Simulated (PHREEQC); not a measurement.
Dissolve 0.0034 mol CuSO4, 0.04 mol HNO3 and 5e-05 mol Na2SO4 per kg of water at 25 °C. Closed to the air; pH follows from the charge balance.

The numbers come from PHREEQC with the ion-association model, wateq4f.dat.

Precipitation was switched off in this run.

**Question.** Predict the pH, ionic strength.

**Answer.** pH 1.49; ionic strength 0.0489 mol/kgw.

**Question.** In which forms is Cu present?

**Answer.** Cu+2 95 %, CuSO4 5.1 % of the Cu.
